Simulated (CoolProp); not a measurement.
Vapour-liquid equilibrium of R125 (1) + propylene (2) at 0.536 MPa; x and y are mole fractions of (1).

The numbers come from the multi-fluid Helmholtz-energy mixture model, Lemmon 2005 and Lemmon 2013; pair parameters Bell 2016 in CoolProp.

| x | bubble temperature, mixture model (K) | bubble temperature, Raoult's law (K) | y, mixture model | y, Raoult's law |
|---|---|---|---|---|
| 0.05 | 267.6 | 270.1 | 0.115 | 0.057 |
| 0.125 | 264.7 | 269.7 | 0.237 | 0.140 |
| 0.2 | 262.9 | 269.4 | 0.322 | 0.222 |
| 0.275 | 261.8 | 269.1 | 0.385 | 0.302 |
| 0.35 | 261.0 | 268.8 | 0.436 | 0.380 |
| 0.425 | 260.6 | 268.4 | 0.480 | 0.457 |
| 0.5 | 260.4 | 268.1 | 0.522 | 0.532 |
| 0.575 | 260.3 | 267.8 | 0.563 | 0.606 |
| 0.65 | 260.5 | 267.5 | 0.608 | 0.679 |
| 0.725 | 260.9 | 267.3 | 0.660 | 0.750 |
| 0.8 | 261.7 | 267.0 | 0.723 | 0.820 |
| 0.875 | 262.8 | 266.7 | 0.803 | 0.888 |
| 0.95 | 264.6 | 266.4 | 0.908 | 0.956 |

The largest gap from Raoult's law is -7.8 K in bubble temperature, at x = 0.425. y crosses x between x = 0.5 and 0.575: the model has an azeotrope there.

The pair parameters rest on a limited set of measurements; away from them the model extrapolates.
